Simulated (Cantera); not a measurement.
Input: 1 mol Si, 0.016 mol N2O, 1.2 mol N2, 0.012 mol CO2, equilibrated at 2000 K and 1.00 bar.

Equilibrium computed with Cantera from the NASA thermochemical tables; the gas is ideal and each condensed phase is pure. Mutual solubility and eutectic melting of coexisting phases are not modelled. The numbers say what is thermodynamically allowed, not how fast it happens.

| species | before | after |
|---|---|---|
| N2 | 0.986 | 0.994 |
| CO | 0.0107 | 0.00578 |
| SiO | 0.00305 | 0.000300 |
| Si | 1.32e-5 | 8.09e-7 |
| SiC(s), mol | 0.00585 | 0.00870 |
| Si2N2O(s), mol | 0.0321 | 0.0365 |
| Si3N4(s), mol | 0.309 | 0.306 |
Gas species are given as mole fractions.

Question: Name the change that produced these shifts.
A) temperature from 2000 K to 1573 K
B) pressure from 1.00 bar to 13.3 mbar
C) temperature from 2000 K to 1873 K
D) CO2 from 0.012 to 1.5 mol

Answer: C, temperature from 2000 K to 1873 K
